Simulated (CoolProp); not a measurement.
Aqueous magnesium chloride as a coolant, at 32 °C, 1 atm.

Model: Melinder's fits for secondary coolants, in CoolProp.

| mass % | freezing point (°C) | density (kg/m³) | Prandtl number | conductivity (W/(m K)) | cp (kJ/(kg K)) |
|---|---|---|---|---|---|
| 5.4 | -3.3 | 1040 | 5.92 | 0.606 | 3.884 |
| 7.3 | -5.0 | 1056 | 6.04 | 0.603 | 3.777 |
| 9.2 | -7.2 | 1072 | 6.35 | 0.598 | 3.671 |
| 11.1 | -9.9 | 1089 | 6.84 | 0.594 | 3.569 |
| 12.9 | -12.9 | 1104 | 7.38 | 0.589 | 3.476 |
| 14.8 | -16.4 | 1121 | 7.95 | 0.583 | 3.382 |
| 16.7 | -20.3 | 1139 | 8.49 | 0.578 | 3.293 |
| 18.6 | -24.9 | 1156 | 9.19 | 0.572 | 3.206 |
| 20.5 | -30.2 | 1175 | 10.7 | 0.566 | 3.120 |
| 22.4 | -37.0 | 1194 | 14.7 | 0.560 | 3.030 |
| 24.2 | -45.5 | 1213 | 27.1 | 0.554 | 2.934 |
